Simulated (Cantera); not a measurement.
A closed system holds: 1 mol Pb, 0.2 mol H2, 0.36 mol N2, at 798.15 K and 26.0 mbar.

Cantera equilibrium calculation (NASA polynomials, part measured and part estimated; ideal gas, pure solids and liquids). Candidate condensed phases: Pb; 11 gas species. Kinetics and transport are ignored.

Base state: N2 0.643, H2 0.357, NH3 1.36e-5 (mole fractions); condensed: Pb(l).

**Question.** What changes in the equilibrium state with this change: temperature from 798.15 K to 1473.15 K?

**Answer.** 
```
species      before     after
----------  -------  --------
Pb          2.21e-6     0.641
N2            0.643     0.231
H2            0.357     0.128
Pb2           <1e-9  0.000199
H             <1e-9   2.81e-5
NH3         1.36e-5   3.86e-8
Pb(l), mol    1.000         0
```

**Question.** What changes in the equilibrium state with this change: Pb replaced by PbO?

**Answer.** 
```json
[
 {"species": "N2", "before": "0.643", "after": "0.643"},
 {"species": "H2O", "before": "0", "after": "0.357"},
 {"species": "H2", "before": "0.357", "after": "2.23e-5"},
 {"species": "NH3", "before": "1.36e-5", "after": "<1e-9"},
 {"species": "Pb(l), mol", "before": "1.000", "after": "0.200"},
 {"species": "PbO(yellow), mol", "before": "0", "after": "0.800"}
]
```
Further candidate phases: H2O, PbO, PbO2, Pb3O4.
